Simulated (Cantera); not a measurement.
What does this Cantera script print?

```python
import numpy as np
import cantera as ct

gas = ct.Solution("gri30.yaml")


def delay(T, t_max=10):
    gas.TPX = T, 101325, {'CO': 1, 'H2': 0.044, 'CH4': 0.069, 'O2': 1.18, 'N2': 4.43}
    reactor = ct.IdealGasReactor(gas, clone=False)
    net = ct.ReactorNet([reactor])
    net.rtol, net.atol = 1e-8, 1e-16
    while net.time < t_max:
        t_old, T_old = net.time, reactor.T
        net.step()
        if reactor.T > T + 400:  # ignition: a rise of 400 K
            return t_old + (T + 400 - T_old) / (reactor.T - T_old) * (net.time - t_old)
    return np.nan


taus = []
for T in [850, 900, 950, 1000, 1050, 1100]:
    taus.append(delay(T))
    print(f"T0 = {T:6g} K   tau = {taus[-1]:.4e} s")
```

Output:

```
T0 =    850 K   tau = 4.7434e-01 s
T0 =    900 K   tau = 5.9997e-02 s
T0 =    950 K   tau = 1.0947e-02 s
T0 =   1000 K   tau = 3.5601e-03 s
T0 =   1050 K   tau = 1.4966e-03 s
T0 =   1100 K   tau = 7.6213e-04 s
```

Computed with Cantera and GRI-Mech 3.0 (53 species, 325 reactions). Below about 1000 K GRI-Mech 3.0 lacks low-temperature oxidation paths. Below about 950 K walls govern HO2 and H2O2 in real vessels.
